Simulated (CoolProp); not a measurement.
The numbers come from the reference Helmholtz-energy equation of state, Thol 2016 in CoolProp.

Question: For hexamethyldisiloxane (MM), give the phase and the Z, cv (kJ/(kg K)), fugacity coefficient at 410.4 K and 8.91 MPa; 510.6 K and 8.91 MPa.

Answer: 
- 410.4 K and 8.91 MPa: liquid; Z 0.642, cv 1.82, fugacity coefficient 0.0497
- 510.6 K and 8.91 MPa: liquid; Z 0.624, cv 2.05, fugacity coefficient 0.223
